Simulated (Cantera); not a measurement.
A freely propagating, adiabatic, planar premixed flame of H₂ : O₂ : N₂ : H₂O = 1 : 0.833 : 3.13 : 0.12 (molar parts), unburnt at 500 K and 101000 Pa; mixture-averaged transport, grid criteria slope 0.08 and curve 0.16, no radiation.

Computed with Cantera and the H2/O2 subset of GRI-Mech 3.0, which has no nitrogen chemistry. Burning velocities carry a grid error of a few per cent, more on coarse grids. Lean hydrogen flames are cellular in practice and burn faster than this planar one.

Problem. What does this change do: inlet temperature 500 to 448 K?

Solution. 
```csv
quantity,before,after
laminar burning velocity,243 cm/s,181 cm/s
thermal thickness,0.383 mm,0.374 mm
peak x(OH),0.00955,0.00856
peak x(H₂O₂),4.29e-5,5.52e-5
peak x(O),0.00802,0.00690
```
